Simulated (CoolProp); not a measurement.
The numbers come from the reference Helmholtz-energy equation of state, Gedanitz 2015 in CoolProp.

**Question.** For cyclopentane, give the phase and the cp (kJ/(kg K)), cv (kJ/(kg K)), expansivity (1/kK), conductivity (mW/(m K)) at 207.5 K and 3340 kPa; 226.6 K and 3340 kPa; 322 K and 3340 kPa.

**Answer.** 
- 207.5 K and 3340 kPa: liquid; cp 1.47, cv 1.00, expansivity 1.06, conductivity 165
- 226.6 K and 3340 kPa: liquid; cp 1.52, cv 1.04, expansivity 1.10, conductivity 156
- 322 K and 3340 kPa: liquid; cp 1.92, cv 1.37, expansivity 1.40, conductivity 119

Thermal conductivity comes from a separate model (Vassiliou 2015).
